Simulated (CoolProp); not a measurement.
Vapour-liquid equilibrium of C2F6 (R116) (1) + propane (2) at 229.2 K; x and y are mole fractions of (1).

Values from CoolProp's multi-fluid Helmholtz-energy mixture model, Lemmon 2006 and Lemmon 2009; pair parameters Bell 2016.

Q: Give the bubble pressure and the first vapour's composition at x = 0.425, 0.8, 0.875. Is there an azeotrope?

A: x = 0.425: 0.4094 MPa, y = 0.790; x = 0.8: 0.4499 MPa, y = 0.866; x = 0.875: 0.4588 MPa, y = 0.904. No azeotrope shows between x = 0.05 and 0.95.

The pair parameters rest on a limited set of measurements; away from them the model extrapolates. With so large a gap from Raoult's law the liquid may split in two, which this calculation doesn't test in full.
